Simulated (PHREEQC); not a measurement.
Make-up at 20 °C: 0.0013 mol/kgw Cu(NO3)2, 0.00021 mol/kgw HCl and 5.7e-05 mol/kgw FeCl3. Closed to the air; pH follows from the charge balance.

Model: ion-association model, phreeqc.dat, run in PHREEQC.

```json
{
 "pH": "3.57",
 "ionic_strength": "0.00432 mol/kgw",
 "specific_conductance": "382 µS/cm",
 "total_alkalinity": "-0.324 meq/kg"
}
```

| species | molality | activity | log γ |
|---|---|---|---|
| NO3- | 0.00260 | 0.00242 | -0.031 |
| Cu+2 | 0.00130 | 0.000991 | -0.118 |
| Cl- | 0.000380 | 0.000354 | -0.031 |
| H+ | 0.000289 | 0.000271 | -0.028 |
| FeOH+2 | 3.00e-5 | 2.28e-5 | -0.120 |
| Fe(OH)2+ | 2.45e-5 | 2.29e-5 | -0.030 |

No solid was allowed to form. The solution is supersaturated, for example in Hematite (slow to form), Goethite (slow to form), so a real one may precipitate; this is no full list.
